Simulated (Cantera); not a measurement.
An isothermal, constant-pressure homogeneous reactor starts with 0.507 % H2, 99.5 % O2, equivalence ratio 0.0026, at 900 K and 0.0370 bar.

Computed with Cantera and the H2/O2 subset of GRI-Mech 3.0, which has no nitrogen chemistry. Radical loss at walls, strong at low pressure, is not modelled. Below about 950 K walls govern HO2 and H2O2 in real vessels.

One state of this run: x H2 = 5.18e-7; x O2 = 0.995; x HO2 = 1.92e-8; x H = 2.02e-10; x OH = 1.00e-6. x: mole fraction; the columns are a selection and need not sum to one.

**Question.** Which value of t (s) does it belong to?
A) 1.02
B) 0.273
C) 3.82
D) 0.00523

**Answer.** C, 3.82
